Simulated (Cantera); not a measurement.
Input: 1 mol Cu, 0.11 mol NH₃, 4.4 mol N₂, held at 1348.15 K and 0.000190 bar.

Method: chemical equilibrium by Gibbs-energy minimisation in Cantera with the NASA 1993 tables (ideal gas, pure condensed phases). Candidate condensed phases: Cu; 11 gas species. Rates play no part.

Base state: N₂ 0.962, H₂ 0.0356, Cu 0.00247, H 3.17e-5 (mole fractions); condensed: Cu(s).

Task: What changes in the equilibrium state with this change: temperature from 1348.15 K to 1900 K?

Result: 
| species | before | after |
|---|---|---|
| N₂ | 0.962 | 0.789 |
| Cu | 0.00247 | 0.177 |
| H₂ | 0.0356 | 0.0247 |
| H | 3.17e-5 | 0.00905 |
| Cu₂ | 3.19e-7 | 1.06e-5 |
| Cu(s), mol | 0.989 | 0 |
